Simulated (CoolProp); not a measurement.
Propylene at 298.15 K and 0.535 MPa flows at 3.7 m/s in a round tube of 100 mm bore and 15 µm roughness, fully developed (64/Re and Nu = 3.66 if laminar; Colebrook and Gnielinski if turbulent). Each further row changes one setting.

Model: reference Helmholtz-energy equation of state, Lemmon 2013, in CoolProp.

```
case              Reynolds number  Darcy friction factor  pressure drop (Pa/m)  heat-transfer coefficient (W/(m² K))  mass flow (kg/h)
----------------  ---------------  ---------------------  --------------------  ------------------------------------  ----------------
as stated                  425000             (withheld)                  10.3                                   124              1030
velocity 7.4 m/s           851000                 0.0143            (withheld)                            (withheld)        (withheld)
diameter 200 mm            851000             (withheld)                  4.49                                   108              4130
```

Question: What belongs in the gaps?

Answer: 
- as stated, Darcy friction factor: 0.0152
- velocity 7.4 m/s, pressure drop (Pa/m): 38.6
- velocity 7.4 m/s, heat-transfer coefficient (W/(m² K)): 232
- velocity 7.4 m/s, mass flow (kg/h): 2070
- diameter 200 mm, Darcy friction factor: 0.0133

Viscosity comes from a separate model (Huber 2003), an estimate that may be off by 10 % or more. Thermal conductivity comes from a separate model (Huber 2003), an estimate that may be off by 10 % or more.
